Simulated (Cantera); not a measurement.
Input: 1 mol SiC, 0.018 mol O2, 1.7 mol N2, at 18.0 mbar.

Method: chemical equilibrium by Gibbs-energy minimisation in Cantera with the NASA 1993 tables (ideal gas, pure condensed phases). Candidate condensed phases: C, Si, SiC, SiO2, Si2N2O, Si3N4; 34 gas species. N2 is the only nitrogen source here; it is nearly inert below about 1500 K, so the nitride shown seldom forms there in practice. Mutual solubility and eutectic melting of coexisting phases are not modelled. The tables' values for SiN are old estimates; treat these amounts as uncertain. Equilibrium is a limit: real reactors are often held back by kinetics, nucleation or transport.

x: gas mole fraction; n: condensed amount in mol.

```tsv
T (K)	x N2	x CO	x Si	x SiO	x Si2C	x SiN	n C(graphite)	n Si2N2O(s)	n Si3N4(s)	n SiC(s)
973	1.00	7.89e-10	<1e-12	<1e-12	<1e-12	<1e-12	1.00	0.0360	0.309	0
1073	1.00	3.59e-8	<1e-12	<1e-12	<1e-12	<1e-12	1.00	0.0360	0.309	0
1173	1.000	8.42e-7	<1e-12	1.53e-11	<1e-12	<1e-12	1.000	0.0360	0.309	0
1273	1.000	1.19e-5	<1e-12	1.67e-9	<1e-12	<1e-12	1.000	0.0360	0.309	0
1373	1.000	0.000114	6.63e-11	9.08e-8	<1e-12	2.06e-11	1.000	0.0359	0.309	0
1473	0.997	0.00331	1.99e-9	5.79e-6	?	3.85e-10	0.0553	0.0304	0	0.939
1573	0.986	0.0140	5.80e-8	0.000144	?	7.37e-9	0	0.0118	0	0.976
1673	0.985	0.0135	1.72e-6	0.00156	?	1.52e-7	0	0.0102	0	0.977
1773	0.979	0.0104	3.50e-5	0.0103	?	2.23e-6	0	0	0	0.982
1873	0.979	0.0105	0.000195	0.0103	?	9.33e-6	0	0	0	0.982
1973	0.978	0.0109	0.000886	0.00986	?	3.27e-5	0	0	0	0.981
2073	0.976	0.0121	0.00316	0.00856	?	9.23e-5	0	0	0	0.979
2173	0.970	0.0149	0.00825	0.00566	?	0.000194	0	0	0	0.973
2273	0.963	0.0182	0.0146	0.00215	?	0.000282	0	0	0	0.965
```

Question: What belongs in the gaps?

Answer: 
- 1473, x Si2C: 2.44e-12
- 1573, x Si2C: 1.52e-10
- 1673, x Si2C: 8.82e-9
- 1773, x Si2C: 3.22e-7
- 1873, x Si2C: 3.01e-6
- 1973, x Si2C: 2.16e-5
- 2073, x Si2C: 0.000117
- 2173, x Si2C: 0.000441
- 2273, x Si2C: 0.00109
